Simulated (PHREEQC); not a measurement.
Model water analysis in mmol/kgw, 25 °C, pH 6.29, pe 0.8:

```json
[
 {"constituent": "Na", "mmol/kgw": "16.1"},
 {"constituent": "K", "mmol/kgw": "14.9"},
 {"constituent": "Ca", "mmol/kgw": "5.41"},
 {"constituent": "Mg", "mmol/kgw": "4.42"},
 {"constituent": "Cl", "mmol/kgw": "17.4"},
 {"constituent": "S(6)", "mmol/kgw": "12.2"},
 {"constituent": "Alkalinity (meq/kgw)", "mmol/kgw": "9.18"},
 {"constituent": "Mn(2)", "mmol/kgw": "0.596"}
]
```

Valence states are taken as typed.

Equilibrium calculation in PHREEQC: ion-association model, phreeqc.dat.

```
Quantity                       Value
--------------------  --------------
ionic strength        0.0613 mol/kgw
specific conductance      4760 µS/cm
density                  1.000 g/cm³
charge-balance error           1.0 %
```

```json
[
 {"species": "Cl-", "molality": "0.0174", "activity": "0.0139", "log γ": "-0.096"},
 {"species": "Na+", "molality": "0.0157", "activity": "0.0128", "log γ": "-0.090"},
 {"species": "K+", "molality": "0.0145", "activity": "0.0116", "log γ": "-0.097"},
 {"species": "SO4-2", "molality": "0.00893", "activity": "0.00388", "log γ": "-0.362"},
 {"species": "HCO3-", "molality": "0.00864", "activity": "0.00706", "log γ": "-0.088"},
 {"species": "CO2", "molality": "0.00804", "activity": "0.00816", "log γ": "0.006"},
 {"species": "Ca+2", "molality": "0.00399", "activity": "0.00179", "log γ": "-0.349"},
 {"species": "Mg+2", "molality": "0.00302", "activity": "0.00139", "log γ": "-0.337"},
 {"species": "MgSO4", "molality": "0.00125", "activity": "0.00127", "log γ": "0.006"},
 {"species": "CaSO4", "molality": "0.00122", "activity": "0.00123", "log γ": "0.006"},
 {"species": "KSO4-", "molality": "0.000387", "activity": "0.000316", "log γ": "-0.088"},
 {"species": "Mn+2", "molality": "0.000346", "activity": "0.000159", "log γ": "-0.340"}
]
```

Precipitation was switched off in this run. Saturation is exceeded, for instance for Rhodochrosite; the values hold only as long as no solid forms. Complexes and solids missing from the database can't appear.
